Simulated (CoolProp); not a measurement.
Vapour-liquid equilibrium of propylene (1) + 1-butene (2) at 19.55 °C; x and y are mole fractions of (1).

The numbers come from the multi-fluid Helmholtz-energy mixture model, Lemmon 2013 and Lemmon 2005; pair parameters Bell 2016 in CoolProp.

```tsv
x	bubble pressure (MPa)	y at the bubble point	dew pressure at overall composition x (MPa)	liquid density (mol/L)
0.05	0.2854	0.155	0.2613	10.69
0.15	0.3550	0.378	0.2843	10.86
0.25	0.4258	0.532	0.3116	11.02
0.35	0.4976	0.645	0.3446	11.19
0.45	0.5708	0.731	0.3851	11.36
0.55	0.6455	0.800	0.4360	11.53
0.65	0.7217	0.857	0.5018	11.70
0.75	0.7999	0.905	0.5894	11.87
0.85	0.8801	0.947	0.7111	12.03
0.95	0.9628	0.983	0.8871	12.18
```

No azeotrope shows between x = 0.05 and 0.95.

The pair parameters rest on a limited set of measurements; away from them the model extrapolates.
